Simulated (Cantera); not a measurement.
Cantera run, input and output.

```python
import numpy as np
import cantera as ct

gas = ct.Solution("gri30.yaml")
gas.TPX = 473, 500000, {'CH4': 1, 'C2H6': 0.14, 'O2': 1.56, 'N2': 5.85}
inlet = ct.Reservoir(gas, clone=True)
gas.equilibrate("HP")  # start burning
reactor = ct.IdealGasConstPressureReactor(gas, energy="on", clone=False)
exhaust = ct.Reservoir(gas, clone=True)
tau = [0.095, 0.04, 0.017, 0.0071, 0.003, 0.0012, 0.00053, 0.00022, 9.3e-05, 3.9e-05, 1.7e-05][0]
for a, b in ((inlet, reactor), (reactor, exhaust)):
    ct.MassFlowController(a, b, mdot=lambda t: reactor.mass / tau)
net = ct.ReactorNet([reactor])
show = ['CH4', 'C2H6', 'O2', 'N2O', 'H2O', 'CO2', 'HCO']

rows = []
print(f"{'tau/s':>10s}{'T/K':>9s}" + "".join(f"{s:>11s}" for s in show))
for tau in [0.095, 0.04, 0.017, 0.0071, 0.003, 0.0012, 0.00053, 0.00022, 9.3e-05, 3.9e-05, 1.7e-05]:
    net.initial_time = 0.0
    net.advance(30 * tau)
    before = gas.X
    net.advance(40 * tau)
    drift = np.max(np.abs(gas.X - before) / (gas.X + 1e-9))
    rows.append([gas.T, *gas[show].X, drift])
    print(f"{tau:10.3e}{gas.T:9.1f}" + "".join(f"{x:11.3e}" for x in gas[show].X))
```

Output:

```
     tau/s      T/K        CH4       C2H6         O2        N2O        H2O        CO2        HCO
 9.500e-02   1982.1  1.947e-03  7.192e-07  1.086e-04  2.465e-09  1.602e-01  3.698e-02  4.854e-08
 4.000e-02   1987.6  2.984e-03  1.859e-06  2.385e-04  2.735e-09  1.626e-01  3.778e-02  6.015e-08
 1.700e-02   1992.5  4.191e-03  4.386e-06  5.075e-04  3.104e-09  1.656e-01  3.867e-02  8.324e-08
 7.100e-03   1994.6  5.556e-03  1.001e-05  1.071e-03  4.037e-09  1.687e-01  3.938e-02  1.324e-07
 3.000e-03   1990.0  7.031e-03  2.233e-05  2.188e-03  6.060e-09  1.711e-01  3.947e-02  2.360e-07
 1.200e-03   1970.3  8.910e-03  5.503e-05  4.654e-03  1.079e-08  1.722e-01  3.819e-02  4.807e-07
 5.300e-04   1923.0  1.162e-02  1.452e-04  9.716e-03  2.122e-08  1.704e-01  3.472e-02  9.708e-07
 2.200e-04    473.0  1.170e-01  1.637e-02  1.825e-01  1.856e-21  3.783e-15  6.156e-16 -2.912e-34
 9.300e-05    473.0  1.170e-01  1.637e-02  1.825e-01 -1.619e-25 -3.299e-19 -5.370e-20 -2.521e-38
 3.900e-05    473.0  1.170e-01  1.637e-02  1.825e-01 -1.023e-26 -2.084e-20 -3.392e-21 -1.592e-39
 1.700e-05    473.0  1.170e-01  1.637e-02  1.825e-01 -6.459e-28 -1.316e-21 -2.142e-22 -1.005e-40
```

Computed with Cantera and GRI-Mech 3.0 (53 species, 325 reactions).
